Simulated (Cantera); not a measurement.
**Stirred combustor or abatement burner**

A perfectly stirred reactor is fed with CO : H2 : CH4 : O2 : N2 : H2O = 1 : 0.065 : 0.2 : 0.932 : 3.51 : 0.23 (molar parts), equivalence ratio 1.0, at 0.750 bar; it is adiabatic with a 500 K inlet, and is followed from long to short residence time, starting on the burning branch (τ in s: 0.14, 0.067, 0.032, 0.015, 0.0072, 0.0035, 0.0016, 0.00079, 0.00038, 0.00018, 8.5e-05).

Model: GRI-Mech 3.0 (53 species, 325 reactions), integrated in Cantera.

```tsv
τ (s)	T (K)	x CO	x H2	x CH4	x NO2	x HO2	x C2H4	x CH3
0.14	2325	0.0307	0.00345	7.30e-7	5.94e-7	1.22e-6	5.70e-12	3.71e-7
0.067	2310	0.0324	0.00368	1.40e-6	4.42e-7	1.30e-6	1.90e-11	6.92e-7
0.032	2282	0.0355	0.00412	2.56e-6	2.79e-7	1.43e-6	5.38e-11	1.21e-6
0.015	2236	0.0403	0.00485	4.55e-6	1.44e-7	1.71e-6	1.29e-10	1.99e-6
0.0072	2174	0.0463	0.00584	7.78e-6	6.56e-8	2.25e-6	2.67e-10	3.09e-6
0.0035	2099	0.0527	0.00704	1.33e-5	2.92e-8	3.18e-6	5.32e-10	4.69e-6
0.0016	2005	0.0599	0.00848	2.48e-5	1.35e-8	4.77e-6	1.18e-9	7.46e-6
0.00079	1911	0.0662	0.00977	4.56e-5	8.01e-9	6.79e-6	2.66e-9	1.16e-5
0.00038	1805	0.0734	0.0109	9.25e-5	5.20e-9	9.62e-6	7.17e-9	1.91e-5
0.00018	1682	0.0843	0.0114	0.000220	3.22e-9	1.42e-5	2.62e-8	3.43e-5
8.5e-5	1502	0.113	0.0109	0.000877	1.25e-9	2.79e-5	2.53e-7	8.19e-5
```
x: mole fraction; the columns are a selection and need not sum to one.
